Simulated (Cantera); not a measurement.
**Hydrogen reduction and annealing atmospheres: SiO2 + H2**

Input: 1 mol SiO2, a varied amount of H2, equilibrated at 1773 K and 1.20 mbar.

Equilibrium computed with Cantera from the NASA thermochemical tables; the gas is ideal and each condensed phase is pure. Candidate condensed phases: H2O, Si, SiO2; 18 gas species. Rates play no part.

| n(H2) (mol) | x H2 | x SiO | x H2O | x H | x OH | x SiO2 | x O | x Si |
|---|---|---|---|---|---|---|---|---|
| 45 | 0.949 | 0.0217 | 0.0216 | 0.00800 | 1.13e-5 | 1.16e-6 | 7.45e-8 | 2.73e-9 |
| 54 | 0.956 | 0.0181 | 0.0181 | 0.00803 | 9.42e-6 | 8.07e-7 | 6.18e-8 | 2.75e-9 |
| 66 | 0.962 | 0.0149 | 0.0149 | 0.00806 | 7.71e-6 | 5.40e-7 | 5.04e-8 | 2.77e-9 |
| 79 | 0.967 | 0.0124 | 0.0124 | 0.00808 | 6.44e-6 | 3.77e-7 | 4.20e-8 | 2.79e-9 |
| 96 | 0.971 | 0.0103 | 0.0103 | 0.00809 | 5.30e-6 | 2.55e-7 | 3.45e-8 | 2.80e-9 |
| 120 | 0.975 | 0.00823 | 0.00823 | 0.00811 | 4.24e-6 | 1.63e-7 | 2.75e-8 | 2.81e-9 |
| 140 | 0.978 | 0.00706 | 0.00706 | 0.00812 | 3.63e-6 | 1.20e-7 | 2.36e-8 | 2.82e-9 |
| 170 | 0.980 | 0.00582 | 0.00582 | 0.00813 | 2.99e-6 | 8.14e-8 | 1.94e-8 | 2.82e-9 |
| 200 | 0.982 | 0.00495 | 0.00495 | 0.00814 | 2.54e-6 | 5.88e-8 | 1.65e-8 | 2.83e-9 |
| 250 | 0.984 | 0.00397 | 0.00397 | 0.00815 | 2.04e-6 | 3.76e-8 | 1.32e-8 | 2.83e-9 |
| 300 | 0.985 | 0.00331 | 0.00331 | 0.00815 | 1.70e-6 | 2.61e-8 | 1.10e-8 | 2.84e-9 |
x: gas mole fraction; nothing condenses.

From 45 mol H2 to 300 mol H2 nothing is condensed. The main Si-bearing gas is SiO throughout.
